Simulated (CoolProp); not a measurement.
A simple Rankine cycle with fluoroethane (R161): condensing at 319.15 K, boiler at 3.86 MPa, turbine inlet 363.5 K, turbine efficiency 0.6, pump efficiency 0.8, no recuperator. Each further row changes one setting.

Values from CoolProp's reference Helmholtz-energy equation of state, Wu 2012.

```tsv
case	thermal efficiency (%)	net work (kJ/kg)	heat in (kJ/kg)	turbine exit temperature (K)	volume ratio over the turbine
as stated	5.1	15.2	295	319.1	2.81
turbine inlet 383.5 K	5.7	20.2	356	339.2	2.59
condensing temperature 311.15 K	6.1	19.2	314	311.1	3.46
boiler pressure 2.7 MPa	3.7	12.9	347	338.3	1.76
turbine efficiency 0.5	4.0	11.9	295	319.1	2.84
```

The expansion ends wet for: as stated; condensing temperature 311.15 K; turbine efficiency 0.5.
